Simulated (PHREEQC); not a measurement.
Make-up at 5.1 °C: 140 mmol/kgw NH4HF2 and 2.5 mmol/kgw H2SiF6. Closed to the air; pH follows from the charge balance.

All values are PHREEQC results (ion-association model, phreeqc.dat), not measurements.

Task: The ionic strength comes out as 0.144 mol/kgw. What activity coefficients do HF2-, NH4+, F-, H+, SiF6-2 get?

Result: HF2- 0.77, NH4+ 0.72, F- 0.74, H+ 0.81, SiF6-2 0.34.

No solid was allowed to form. Complexes and solids missing from the database can't appear. At this temperature some constants are extrapolated from 25 °C, and those without enthalpy data are left unchanged. SiF6-2 is the database's only silicon fluoride.
